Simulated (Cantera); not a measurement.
A perfectly stirred reactor is fed with CH4 : H2O : H2 = 1 : 1.3 : 0.18 (molar parts), at 165 Torr; it is held at 2200 K, and followed from long to short residence time.

Cantera simulation using GRI-Mech 3.0 (53 species, 325 reactions); the numbers are that mechanism's predictions, not measurements.

Question: What does this change do: CH4 1 to 5 parts?

Answer: 
```
quantity                 before     after
---------------------  --------  --------
x(CH4) at τ = 1.80 s   0.000344   0.00107
x(H2O) at τ = 1.80 s     0.0635  0.000242
x(H2) at τ = 1.80 s       0.705     0.743
x(H) at τ = 1.80 s      0.00937    0.0103
x(CH3) at τ = 1.80 s    8.69e-5  0.000280
x(CH4) at τ = 18.0 ms   0.00969    0.0145
x(H2O) at τ = 18.0 ms     0.134    0.0227
x(H2) at τ = 18.0 ms      0.647     0.717
x(H) at τ = 18.0 ms     0.00721   0.00763
x(CH3) at τ = 18.0 ms   0.00205   0.00292
```
GRI-Mech 3.0 stops at C3 and has no aromatics, soot or wall deposition, so with more carbon than oxygen in the feed, carbon stays in small species such as C2H2 where larger ones or solid carbon would form.

Question: What does this change do: H2O 1.3 to 0.23 parts?

Answer: 
| quantity | before | after |
|---|---|---|
| x(CH4) at τ = 1.80 s | 0.000344 | 0.00105 |
| x(H2O) at τ = 1.80 s | 0.0635 | 0.000207 |
| x(H2) at τ = 1.80 s | 0.705 | 0.757 |
| x(H) at τ = 1.80 s | 0.00937 | 0.0104 |
| x(CH3) at τ = 1.80 s | 8.69e-5 | 0.000274 |
| x(CH4) at τ = 18.0 ms | 0.00969 | 0.0143 |
| x(H2O) at τ = 18.0 ms | 0.134 | 0.0195 |
| x(H2) at τ = 18.0 ms | 0.647 | 0.734 |
| x(H) at τ = 18.0 ms | 0.00721 | 0.00778 |
| x(CH3) at τ = 18.0 ms | 0.00205 | 0.00286 |
GRI-Mech 3.0 stops at C3 and has no aromatics, soot or wall deposition, so with more carbon than oxygen in the feed, carbon stays in small species such as C2H2 where larger ones or solid carbon would form.
